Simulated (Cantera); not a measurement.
A closed system holds: 1 mol Cr, 2.8 mol N₂O, 150 mol H₂, equilibrated at 1.10 mbar.

Equilibrium computed with Cantera from the NASA thermochemical tables; the gas is ideal and each condensed phase is pure. Candidate condensed phases: Cr, CrN, Cr₂N, Cr₂O₃, H₂O; 29 gas species. Rates play no part.

x: gas mole fraction; nothing condenses.

```csv
T (°C),x H,x H₂,x N₂,x H₂O
2025,0.245,0.718,0.0160,0.0148
2075,0.303,0.661,0.0154,0.0139
2125,0.367,0.598,0.0148,0.0127
2175,0.437,0.530,0.0142,0.0113
2225,0.509,0.459,0.0135,0.00957
2275,0.581,0.389,0.0128,0.00770
2325,[?],[?],0.0122,[?]
2375,0.714,[?],0.0116,[?]
2425,0.769,0.205,0.0110,0.00256
2475,0.816,0.159,0.0106,0.00153
2525,0.854,0.122,0.0102,0.000870
```

Q: Some entries are withheld; supply them.

A: 
- 2325, x H: 0.650
- 2325, x H₂: 0.321
- 2325, x H₂O: 0.00577
- 2375, x H₂: 0.259
- 2375, x H₂O: 0.00400
